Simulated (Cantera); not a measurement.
A closed system holds: 1 mol borazine, 0.69 mol O2, 0.27 mol H2, equilibrated at 13300 Pa.

These are equilibrium values from Cantera (NASA tables, ideal gas, pure condensed phases), not measurements of a reactor. Candidate condensed phases: B, BN, B2O3, B3O3H3, H2O; 39 gas species. The feed counts by its element totals alone. Mutual solubility and eutectic melting of coexisting phases are not modelled. Gases not in the tables: H3BO3. Kinetics and transport are ignored.

Question: Which condensed phases are stable at each of these points (T (K)): 1673, 1723, 1773, 1823, 1873, 1923, 1973, 2023, 2073?

Answer: 
| T (K) | condensed phases | B condensed (%) |
|---|---|---|
| 1673 | BN(s) + B2O3(l) | 96.6 |
| 1723 | BN(s) + B2O3(l) | 93.9 |
| 1773 | BN(s) + B2O3(l) | 88.9 |
| 1823 | BN(s) + B2O3(l) | 79.4 |
| 1873 | BN(s) | 66.2 |
| 1923 | BN(s) | 64.4 |
| 1973 | BN(s) | 62.5 |
| 2023 | BN(s) | 60.6 |
| 2073 | BN(s) | 58.9 |

From 1673 K to 1823 K the condensed part is BN(s) + B2O3(l). From 1873 K to 2073 K the condensed part is BN(s). The share of B in condensed phases is highest at 1673 K (96.6 %) and lowest at 2073 K (58.9 %).
